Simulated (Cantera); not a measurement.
An isothermal, constant-pressure homogeneous reactor starts with 7.13 % C2H6, 92.7 % H2, 0.178 % N2, at 1400 K and 0.00260 bar.

Computed with Cantera and GRI-Mech 3.0 (53 species, 325 reactions). GRI-Mech 3.0 stops at C3 and has no aromatics, soot or wall deposition, so with more carbon than oxygen in the feed, carbon stays in small species such as C2H2 where larger ones or solid carbon would form. Radical loss at walls, strong at low pressure, is not modelled.

Predict: x(C2H6) at 5.00 s; x(H2) at 5.00 s; x(H) at 5.00 s; x(CH2) at 5.00 s; x(C2H4) at 5.00 s; x(CH4) at 5.00 s; x(CH3) at 5.00 s.


| Item | Value |
|---|---|
| x(C2H6) at 5.00 s | 1.82e-6 (gas-phase equilibrium 5.75e-9) |
| x(H2) at 5.00 s | 0.895 (gas-phase equilibrium 0.935) |
| x(H) at 5.00 s | 4.29e-5 (gas-phase equilibrium 9.29e-5) |
| x(CH2) at 5.00 s | 2.31e-9 (gas-phase equilibrium 2.21e-10) |
| x(C2H4) at 5.00 s | 0.000975 (gas-phase equilibrium 0.000121) |
| x(CH4) at 5.00 s | 0.0727 (gas-phase equilibrium 0.00156) |
| x(CH3) at 5.00 s | 6.97e-5 (gas-phase equilibrium 3.09e-6) |
